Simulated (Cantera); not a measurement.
An isothermal, constant-pressure homogeneous reactor starts with NO : N2 = 1 : 2.9 (molar parts), at 1698 K and 97.5 Torr. Integrator tolerance rtol = 1e-08.

Model: GRI-Mech 3.0 (53 species, 325 reactions), integrated in Cantera.

What does this change do: N2 2.9 to 15 parts?


| quantity | before | after |
|---|---|---|
| x(NO) at 300 s | 0.0600 (gas-phase equilibrium 0.00236) | 0.0363 (gas-phase equilibrium 0.00122) |
| x(N2O) at 300 s | 1.29e-6 (gas-phase equilibrium 5.24e-8) | 5.04e-7 (gas-phase equilibrium 2.86e-8) |
| x(O) at 300 s | 3.85e-5 (gas-phase equilibrium 4.35e-5) | 1.42e-5 (gas-phase equilibrium 2.14e-5) |
| x(N2) at 300 s | 0.842 (gas-phase equilibrium 0.871) | 0.951 (gas-phase equilibrium 0.968) |
| x(NO2) at 300 s | 4.64e-5 (gas-phase equilibrium 2.08e-6) | 1.03e-5 (gas-phase equilibrium 5.29e-7) |

What does this change do: N2 2.9 to 26 parts?


| quantity | before | after |
|---|---|---|
| x(NO) at 300 s | 0.0600 (gas-phase equilibrium 0.00236) | 0.0260 (gas-phase equilibrium 0.000946) |
| x(N2O) at 300 s | 1.29e-6 (gas-phase equilibrium 5.24e-8) | 2.64e-7 (gas-phase equilibrium 2.22e-8) |
| x(O) at 300 s | 3.85e-5 (gas-phase equilibrium 4.35e-5) | 9.32e-6 (gas-phase equilibrium 1.64e-5) |
| x(N2) at 300 s | 0.842 (gas-phase equilibrium 0.871) | 0.968 (gas-phase equilibrium 0.981) |
| x(NO2) at 300 s | 4.64e-5 (gas-phase equilibrium 2.08e-6) | 4.84e-6 (gas-phase equilibrium 3.14e-7) |

What does this change do: pressure from 97.5 Torr to 0.890 bar?


| quantity | before | after |
|---|---|---|
| x(NO) at 300 s | 0.0600 (gas-phase equilibrium 0.00236) | 0.00873 (gas-phase equilibrium 0.00236) |
| x(N2O) at 300 s | 1.29e-6 (gas-phase equilibrium 5.24e-8) | 1.62e-7 (gas-phase equilibrium 1.37e-7) |
| x(O) at 300 s | 3.85e-5 (gas-phase equilibrium 4.35e-5) | 1.64e-5 (gas-phase equilibrium 1.66e-5) |
| x(N2) at 300 s | 0.842 (gas-phase equilibrium 0.871) | 0.867 (gas-phase equilibrium 0.871) |
| x(NO2) at 300 s | 4.64e-5 (gas-phase equilibrium 2.08e-6) | 1.99e-5 (gas-phase equilibrium 5.45e-6) |
